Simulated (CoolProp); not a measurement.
Values from CoolProp's reference Helmholtz-energy equation of state, Rui 2013.

**Question.** For R236EA, give the phase and the Z, cv (kJ/(kg K)), isothermal compressibility (1/MPa), expansivity (1/kK) at 31.85 °C and 2 MPa; 31.85 °C and 5.33 MPa.

**Answer.** 
- 31.85 °C and 2 MPa: liquid; Z 0.0849, cv 0.895, isothermal compressibility 0.00304, expansivity 2.27
- 31.85 °C and 5.33 MPa: liquid; Z 0.224, cv 0.897, isothermal compressibility 0.00273, expansivity 2.12
